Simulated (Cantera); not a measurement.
An isothermal, constant-pressure homogeneous reactor starts with NH₃ : N₂ = 1 : 0.06 (molar parts), at 2098 K and 0.210 bar.

Detailed kinetics in Cantera: the gas-phase N/H chemistry of the illustrative SiF4/NH3 mechanism in the Surface Chemkin manual (1991). Walls and surfaces, which speed up NH3 decomposition in real reactors, are not modelled.

x: mole fraction; the columns are a selection and need not sum to one.

```
t (s)       x NH₃    x NH₂    x N₂H₂    x N₂H₄      x H₂       x N
--------  -------  -------  --------  --------  --------  --------
2.00e-6     0.943      [?]  1.61e-10  1.78e-11   1.05e-5    <1e-12
7.48e-6     0.943      [?]   6.38e-9  3.16e-10   4.24e-5  5.48e-12
2.80e-5     0.943      [?]   1.56e-7   4.65e-9  0.000162  4.18e-10
0.000105    0.942      [?]   2.87e-6   5.89e-8  0.000691   9.65e-9
0.000391    0.935  0.00229   1.35e-5   2.38e-7   0.00470   6.13e-8
0.00146     0.911  0.00223   1.38e-5   2.26e-7    0.0237   2.28e-7
0.00547     0.826      [?]   1.14e-5   1.70e-7    0.0889   6.92e-7
0.0205      0.593      [?]   6.71e-6   9.55e-8     0.269   1.32e-6
0.0765      0.220      [?]   1.84e-6   2.44e-8     0.557   1.75e-6
0.286      0.0119      [?]   7.50e-8  5.11e-10     0.717   2.07e-6
1.07      5.08e-5      [?]  2.02e-11    <1e-12     0.723   1.73e-7
4.00      8.88e-6      [?]    <1e-12    <1e-12     0.723   3.02e-8
```

### Question
Some entries are withheld; supply them.

### Answer

- 2.00e-6, x NH₂: 2.22e-5
- 7.48e-6, x NH₂: 8.57e-5
- 2.80e-5, x NH₂: 0.000322
- 0.000105, x NH₂: 0.00114
- 0.00547, x NH₂: 0.00193
- 0.0205, x NH₂: 0.00145
- 0.0765, x NH₂: 0.000731
- 0.286, x NH₂: 0.000106
- 1.07, x NH₂: 1.21e-6
- 4.00, x NH₂: 2.12e-7
